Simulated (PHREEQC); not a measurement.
A solution holds 19 mmol/kgw Ag2SO4, 0.67 mmol/kgw NaCl and 2.8 mmol/kgw Na2SO4, at 25 °C. Closed to the air; pH follows from the charge balance.

The numbers come from PHREEQC with the ion-association model, wateq4f.dat.

Precipitation was switched off in this run.

Problem. Order these S species by the share of S that they hold, largest first: NaSO4-, AgSO4-, SO4-2.

Solution. SO4-2 (77 %), AgSO4- (22 %), NaSO4- (1.0 %)

The pH is 6.87 and the ionic strength 0.0554 mol/kgw. Examples of supersaturated solids here: Cerargyrite. Others may be too.
